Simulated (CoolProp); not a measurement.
The numbers come from the reference Helmholtz-energy equation of state, Lemmon 2006 in CoolProp. It is a short technical equation, of lower accuracy than the large ones.

Task: Give the vapour pressure (bar), liquid density (kg/m³), enthalpy of vaporisation (kJ/kg), vapour viscosity (µPa s) of saturated hydrogen sulfide at 265.5, 274.1, 282.7 K.

Result: 
| T (K) | p (bar) | liquid density (kg/m³) | enthalpy of vaporisation (kJ/kg) | vapour viscosity (µPa s) |
|---|---|---|---|---|
| 265.5 | 8.19 | 849 | 475 | 10.1 |
| 274.1 | 10.6 | 831 | 461 | 10.4 |
| 282.7 | 13.5 | 812 | 446 | 10.7 |

Viscosity comes from a separate model (Quiñones-Cisneros 2012).
